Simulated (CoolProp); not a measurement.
Vapour-liquid equilibrium of benzene (1) + n-dodecane (2) at 0.191 MPa; x and y are mole fractions of (1).

Model: multi-fluid Helmholtz-energy mixture model, Thol 2012 and Lemmon 2004; pair parameters Bell 2016, in CoolProp.

Problem. Give the bubble temperature and the first vapour's composition at x = 0.05, 0.45, 0.55. Is there an azeotrope?

Solution. x = 0.05: 227.2 °C, y = 0.327; x = 0.45: 135.8 °C, y = 0.971; x = 0.55: 126.5 °C, y = 0.983. No azeotrope shows between x = 0.05 and 0.95.

The pair parameters rest on a limited set of measurements; away from them the model extrapolates.
